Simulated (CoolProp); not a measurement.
Vapour-liquid equilibrium of sulfur hexafluoride (1) + R113 (2) at 250.3 K; x and y are mole fractions of (1).

Values from CoolProp's multi-fluid Helmholtz-energy mixture model, Guder 2009 and Marx 1992; pair parameters Bell 2016.

Give the bubble pressure and the first vapour's composition at x = 0.5, 0.8, 0.875. Is there an azeotrope?

x = 0.5: 1.956 bar, y = 0.982; x = 0.8: 4.305 bar, y = 0.998; x = 0.875: 5.116 bar, y = 0.999. No azeotrope shows between x = 0.05 and 0.95.

The pair parameters rest on a limited set of measurements; away from them the model extrapolates. The gap from Raoult's law changes sign with composition, which may be real or a fault of the pair parameters; it wasn't checked against measurements. With so large a gap from Raoult's law the liquid may split in two, which this calculation doesn't test in full.
